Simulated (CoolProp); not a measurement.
R404A at 298.15 K and 1.86 MPa is throttled through a valve to 0.331 MPa with no heat exchange. Each further row changes one setting.

Model: reference Helmholtz-energy equation of state, Lemmon 2003, in CoolProp. It is a pseudo-pure fit of the blend.

| case | temperature change (K) | final phase | final density (kg/m³) |
|---|---|---|---|
| as stated | -42.8 | two-phase, vapour fraction 0.334 | 49.4 |
| outlet pressure 0.0993 MPa | -71.3 | two-phase, vapour fraction 0.484 | 11.1 |
| outlet pressure 0.43 MPa | -35.4 | two-phase, vapour fraction 0.289 | 72.5 |
